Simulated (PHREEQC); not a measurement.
Dissolve 1.2 mmol/kgw KOH, 6 mmol/kgw K2SiO3 and 4.9 mmol/kgw (CH3)4NCl at 25 °C. Closed to the air; pH follows from the charge balance.

Model: ion-association model, wateq4f.dat, run in PHREEQC.

```csv
quantity,before,after
pH,11.78,11.14
H2SiO4-2 (mol/kgw),0.000336,1.29e-5
H4SiO4 (mol/kgw),5.49e-5,5.21e-5
SI of Quartz (SiO2),-0.28,-0.30
```

**Question.** Name the change that produced these shifts.
A) diluted 10-fold with water
B) KOH replaced by KH2PO4 at the same molality
C) K2SiO3 from 0.006 to 0.003 mol/kgw
D) diluted 5-fold with water
E) (CH3)4NCl from 0.0049 to 0.0245 mol/kgw

**Answer.** D, diluted 5-fold with water

Precipitation was switched off in this run. (CH3)4N+ isn't in the database: it is added as a free cation with an ion size of 4 Å.
